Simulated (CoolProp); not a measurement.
Model: reference Helmholtz-energy equation of state, Lemmon 2005, in CoolProp. It is a short technical equation, of lower accuracy than the large ones.

Give the vapour pressure (bar), liquid density (kg/m³), liquid cp (kJ/(kg K)), vapour Z of saturated cis-2-butene at 42.05 °C.


```csv
T (°C),p (bar),liquid density (kg/m³),liquid cp (kJ/(kg K)),vapour Z
42.05,3.58,595,2.33,0.905
```
